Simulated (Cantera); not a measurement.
An adiabatic, constant-pressure homogeneous reactor starts with CH₄ : C₂H₆ : O₂ : N₂ = 1 : 0.13 : 5.22 : 19.6 (molar parts), equivalence ratio 0.47, at 1400 K and 5780 Torr.

Computed with Cantera and GRI-Mech 3.0 (53 species, 325 reactions).

Q: Predict: time of steepest temperature rise; temperature at 3.00 s; equilibrium temperature; x(O₂) at 3.00 s; x(N₂O) at 3.00 s; x(CO₂) at 3.00 s.

A: 
```json
{
 "time_of_steepest_temperature_rise": "0.120 ms",
 "temperature at 3.00 s": "2336 K",
 "equilibrium_temperature": "2336 K",
 "x(O₂) at 3.00 s": "0.0996 (gas-phase equilibrium 0.0996)",
 "x(N₂O) at 3.00 s": "1.70e-6 (gas-phase equilibrium 1.70e-6)",
 "x(CO₂) at 3.00 s": "0.0475 (gas-phase equilibrium 0.0475)"
}
```
